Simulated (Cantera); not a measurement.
Mixture: 7.78 % CH₄, 6.61 % H₂, 19.5 % O₂, 66.1 % N₂, equivalence ratio 0.97, at 600000 Pa, adiabatic and at constant pressure. Ignition delay is the time to a rise of 400 K.

Detailed kinetics in Cantera: GRI-Mech 3.0 (53 species, 325 reactions).

Q: Predict: delay at 1200 K; delay at 1350 K; delay at 1500 K; delay at 1650 K; apparent activation energy between 1575 and 1725 K.

A: 
```
Property                                                 Value
--------------------------------------------------  ----------
delay at 1200 K                                       0.276 ms
delay at 1350 K                                        81.6 µs
delay at 1500 K                                        31.6 µs
delay at 1650 K                                        14.1 µs
apparent activation energy between 1575 and 1725 K  110 kJ/mol
```
